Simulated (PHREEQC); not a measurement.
Consider water at 10 °C with 0.013 mol/kgw HF and 0.43 mol/kgw (CH3)4NF. Closed to the air; pH follows from the charge balance.

All values are PHREEQC results (ion-association model, phreeqc.dat), not measurements.

### Question
The ionic strength comes out as 0.430 mol/kgw. What activity coefficients do H+, HF2-, F- get?

### Answer
H+ 0.77, HF2- 0.74, F- 0.65.

This is a speciation only: nothing precipitates in the calculation. (CH3)4N+ isn't in the database: it is added as a free cation with an ion size of 4 Å. Away from 25 °C the constants follow the database's enthalpies or fits; those with neither stay at their 25 °C values.
